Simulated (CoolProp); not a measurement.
Vapour pressure (bar) of R21: the reference equation beside estimates from Tc = 452.7 K, pc = 52.89 bar, ω = 0.206. Clausius-Clapeyron is anchored at 313.7 K with a constant enthalpy of vaporisation of 22.74 kJ/mol.

Computed with CoolProp (reference Helmholtz-energy equation of state, Platzer 1990). This equation is an older, rougher fit; its heat capacities, sound speeds and derivatives of the liquid may be far off and weren't checked against measurements.

```tsv
T (K)	reference	Lee-Kesler	Clausius-Clapeyron	van der Waals	Soave-Redlich-Kwong	Peng-Robinson
313.7	3.005	2.987	3.005	10.06	2.986	…
319.5	3.570	3.553	3.520	11.05	3.551	3.537
325.3	4.212	4.195	4.101	12.10	4.194	4.170
331.1	4.937	4.921	4.751	13.21	4.922	4.886
336.8	5.737	5.722	5.464	14.36	5.726	5.677
342.6	…	6.632	6.269	…	6.642	6.578
348.4	7.657	7.645	7.160	16.90	7.664	7.584
354.2	…	8.767	8.142	18.28	8.799	8.700
359.9	9.993	9.984	9.201	…	10.03	9.913
365.7	11.35	11.34	10.38	21.20	11.41	11.27
371.5	12.84	12.84	11.66	22.78	12.93	12.77
377.2	14.44	14.44	13.04	24.40	14.56	14.38
383	16.21	16.21	14.55	26.13	16.37	16.16
```

Q: Some entries are withheld; supply them.

A: 
- 313.7, Peng-Robinson: 2.980
- 342.6, reference: 6.646
- 342.6, van der Waals: 15.60
- 354.2, reference: 8.778
- 359.9, van der Waals: 19.69

Absolute difference from the reference over all 13 rows, mean and median: Lee-Kesler 0.2 and 0.2 %, Clausius-Clapeyron 6.0 and 6.5 %, van der Waals 131.1 and 120.7 %, Soave-Redlich-Kwong 0.5 and 0.4 %, Peng-Robinson 0.8 and 0.9 %.
